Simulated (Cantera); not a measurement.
Feed: 1 mol SiHCl₃, 8.9 mol NH₃, 11 mol N₂, equilibrated at 1100 °C and 12.0 mbar.

Equilibrium computed with Cantera from the NASA thermochemical tables; the gas is ideal and each condensed phase is pure. Candidate condensed phases: NH₄Cl, Si, Si₃N₄; 28 gas species. The tables' values for SiCl₃ are old estimates; treat these amounts as uncertain. Equilibrium is a limit: real reactors are often held back by kinetics, nucleation or transport.

Base state: N₂ 0.491, H₂ 0.410, HCl 0.0984, SiCl₂ 0.000441, SiCl₃ 4.52e-5, SiCl₄ 2.15e-5, H 1.95e-5 (mole fractions); condensed: Si₃N₄(s).

Q: What changes in the equilibrium state with this change: temperature from 1100 °C to 1377 °C?

A: 
```csv
species,before,after
N₂,0.491,0.494
H₂,0.410,0.418
HCl,0.0984,0.0752
SiCl₂,0.000441,0.0115
SiCl,8.42e-9,1.55e-5
H,1.95e-5,0.000536
Cl,3.88e-6,7.57e-5
SiCl₄,2.15e-5,4.42e-6
SiCl₃,4.52e-5,0.000152
"Si₃N₄(s), mol",0.328,0.215
```
The tables' values for SiCl₃, SiCl are old estimates; treat these amounts as uncertain.
